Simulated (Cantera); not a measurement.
Charge: 1 mol Si3N4, 2.6 mol H2, 0.95 mol N2, held at 1048.15 K and 28.0 Pa.

Cantera equilibrium calculation (NASA polynomials, part measured and part estimated; ideal gas, pure solids and liquids). Candidate condensed phases: Si, Si3N4; 18 gas species. Rates play no part.

Base state: H2 0.732, N2 0.268 (mole fractions); condensed: Si3N4(s).

What changes in the equilibrium state with this change: temperature from 1048.15 K to 1623.15 K?


| species | before | after |
|---|---|---|
| N2 | 0.268 | 0.530 |
| H2 | 0.732 | 0.466 |
| H | 3.97e-7 | 0.00282 |
| Si | <1e-9 | 0.000560 |
| SiH | <1e-9 | 1.28e-5 |
| Si3N4(s), mol | 1.00 | 0 |
| Si(s), mol | 0 | 3.00 |
